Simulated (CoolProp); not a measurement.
Vapour-liquid equilibrium of toluene (1) + m-xylene (2) at 4.86 bar; x and y are mole fractions of (1).

The numbers come from the multi-fluid Helmholtz-energy mixture model, Lemmon 2006 and Zhou 2012; pair parameters Bell 2016 in CoolProp.

Question: Give the bubble temperature and the first vapour's composition at x = 0.5, 0.65, 0.875. Is there an azeotrope?

Answer: x = 0.5: 189.7 °C, y = 0.637; x = 0.65: 185.3 °C, y = 0.762; x = 0.875: 179.6 °C, y = 0.919. No azeotrope shows between x = 0.05 and 0.95.

The pair parameters rest on a limited set of measurements; away from them the model extrapolates.
